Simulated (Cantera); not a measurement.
A freely propagating, adiabatic, planar premixed flame of H₂ : O₂ : N₂ = 1 : 0.417 : 1.71 (molar parts), unburnt at 450 K and 0.420 bar; mixture-averaged transport, grid criteria slope 0.08 and curve 0.16, no radiation.

Cantera simulation using the H2/O2 subset of GRI-Mech 3.0, which has no nitrogen chemistry; the numbers are that mechanism's predictions, not measurements. Burning velocities carry a grid error of a few per cent, more on coarse grids.

x: mole fraction of selected species; z is measured from the peak of heat release.

```
z (mm)       T (K)  u (m/s)        x H₂        x O₂      x H₂O₂        x OH       x H₂O       x HO₂
------  ----------  -------  ----------  ----------  ----------  ----------  ----------  ----------
-4.00          450     4.39       0.320       0.133       <1e-8       <1e-8       <1e-8       <1e-8
-2.67          450     4.39       0.320       0.133       <1e-8       <1e-8       <1e-8       <1e-8
-2.00          450     4.39       0.320       0.133       <1e-8       <1e-8       <1e-8       <1e-8
-1.33          450     4.39       0.320       0.133       <1e-8       <1e-8     1.31e-8     2.44e-8
-0.667         456     4.44       0.318       0.134     2.17e-6     1.23e-5    0.000165     9.36e-5
-0.334         667     6.34       0.288       0.129     2.26e-5    0.000736      0.0162    0.000124
0       (withheld)     10.4  (withheld)  (withheld)  (withheld)  (withheld)  (withheld)  (withheld)
0.334         1433     13.0      0.0802      0.0303     1.64e-6     0.00726       0.212     1.26e-5
0.667         1566     14.1      0.0653      0.0174     1.15e-6     0.00959       0.235     6.54e-6
1.33          1706     15.2      0.0663      0.0138     6.56e-7      0.0115       0.244     4.47e-6
2.67          1853     16.4      0.0677      0.0109     3.42e-7      0.0128       0.253     3.09e-6
5.34          1998     17.5      0.0675     0.00802     1.83e-7      0.0130       0.264     2.03e-6
10.7          2130     18.4      0.0659     0.00527     1.06e-7      0.0120       0.275     1.27e-6
```

**Question.** Fill in the missing entries.

**Answer.** 
- 0, T (K): 1130
- 0, x H₂: 0.175
- 0, x O₂: 0.0888
- 0, x H₂O₂: 1.87e-6
- 0, x OH: 0.00260
- 0, x H₂O: 0.106
- 0, x HO₂: 4.07e-5
